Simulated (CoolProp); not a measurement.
Vapour pressure (kPa) of R114: the reference equation beside estimates from Tc = 147.5 °C, pc = 3352 kPa, ω = 0.252. Clausius-Clapeyron is anchored at 44.25 °C with a constant enthalpy of vaporisation of 20.53 kJ/mol.

The numbers come from the reference Helmholtz-energy equation of state, Platzer 1990 in CoolProp. This equation is an older, rougher fit; its heat capacities, sound speeds and derivatives of the liquid may be far off and weren't checked against measurements.

```
T (°C)  reference  Clausius-Clapeyron  Redlich-Kwong
------  ---------  ------------------  -------------
36.95       309.6               317.9          447.5
39.35       332.1                   …          475.3
41.75       355.8               358.9          504.4
44.25       381.7               381.7          536.0
46.65       408.0               404.7          567.7
49.05       435.6               428.6              …
51.55       465.8                   …          636.3
53.95       496.2               480.8          671.9
56.45       529.5               509.1          710.4
58.85       563.0               537.5          748.8
61.25       598.1               566.9          788.7
63.75       636.3               598.9          831.7
66.15       674.6               630.7          874.5
68.55       714.7               663.8          918.8
71.05       758.3               699.6          966.6
```

Problem. Fill in the missing entries.

Solution. 
- 39.35, Clausius-Clapeyron: 337.9
- 49.05, Redlich-Kwong: 600.6
- 51.55, Clausius-Clapeyron: 454.7

Absolute difference from the reference over all 15 rows, mean and median: Clausius-Clapeyron 3.6 and 3.1 %, Redlich-Kwong 35.6 and 35.4 %.
